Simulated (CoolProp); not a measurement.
Saturation properties of R1224YDZ.

Model: reference Helmholtz-energy equation of state, Akasaka 2023, in CoolProp.

| T (K) | p (bar) | vapour density (kg/m³) | enthalpy of vaporisation (kJ/kg) |
|---|---|---|---|
| 238 | 0.08893 | 0.6747 | 192.3 |
| 245.5 | 0.1385 | 1.022 | 188.9 |
| 253.1 | 0.2099 | 1.509 | 185.5 |
| 260.6 | 0.3075 | (withheld) | 182.1 |
| 268.1 | 0.4389 | (withheld) | 178.7 |
| 275.7 | 0.6146 | 4.129 | 175.2 |
| 283.2 | (withheld) | 5.531 | (withheld) |
| 290.7 | (withheld) | 7.281 | 168.1 |
| 298.3 | 1.483 | 9.470 | 164.4 |
| 305.8 | 1.919 | 12.10 | 160.6 |
| 313.4 | (withheld) | 15.33 | 156.7 |
| 320.9 | 3.093 | 19.15 | 152.6 |
| 328.4 | 3.848 | (withheld) | 148.4 |

Problem. What belongs in the gaps?

Solution. 
- 260.6, vapour density (kg/m³): 2.157
- 268.1, vapour density (kg/m³): 3.011
- 283.2, p (bar): 0.8388
- 283.2, enthalpy of vaporisation (kJ/kg): 171.7
- 290.7, p (bar): 1.123
- 313.4, p (bar): 2.457
- 328.4, vapour density (kg/m³): 23.69

It boils at 288.0 K under 1 atm.
